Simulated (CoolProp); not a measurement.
Vapour-liquid equilibrium of R245fa (1) + isopentane (2) at 394.5 K; x and y are mole fractions of (1).

Model: multi-fluid Helmholtz-energy mixture model, Akasaka 2015 and Lemmon 2006; pair parameters Bell 2016, in CoolProp.

| x | bubble pressure (kPa) | y at the bubble point | dew pressure at overall composition x (kPa) | liquid density (mol/L) |
|---|---|---|---|---|
| 0.05 | 1273 | 0.133 | 1170 | 6.847 |
| 0.2 | 1658 | 0.371 | 1367 | 6.733 |
| 0.35 | 1923 | 0.504 | 1618 | 6.616 |
| 0.5 | 2094 | 0.599 | 1915 | 6.535 |
| 0.65 | 2190 | 0.686 | 2160 | 6.562 |
| 0.8 | 2203 | 0.784 | 2196 | 6.780 |
| 0.95 | 2078 | 0.928 | 2050 | 7.212 |

y crosses x between x = 0.65 and 0.8: the model has an azeotrope there.

Pair parameters are fitted to limited data, so mixtures are less certain than the pure fluids.
